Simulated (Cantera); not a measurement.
Input: 1 mol Al, 3.3 mol Cl₂, 9.7 mol N₂, 0.31 mol BCl₃, held at 673.15 K and 2.40 mbar.

These are equilibrium values from Cantera (NASA tables, ideal gas, pure condensed phases), not measurements of a reactor. Candidate condensed phases: Al, AlCl₃, AlN, B, BN; 17 gas species. The numbers say what is thermodynamically allowed, not how fast it happens.

Base state: N₂ 0.758, Cl₂ 0.141, AlCl₃ 0.0755, BCl₃ 0.0242, Al₂Cl₆ 0.00135 (mole fractions); condensed: gas only.

Q: What changes in the equilibrium state with this change: N₂ from 9.7 to 22 mol?

A: 
| species | before | after |
|---|---|---|
| N₂ | 0.758 | 0.876 |
| Cl₂ | 0.141 | 0.0717 |
| AlCl₃ | 0.0755 | 0.0391 |
| BCl₃ | 0.0242 | 0.0124 |
| Al₂Cl₆ | 0.00135 | 0.000362 |
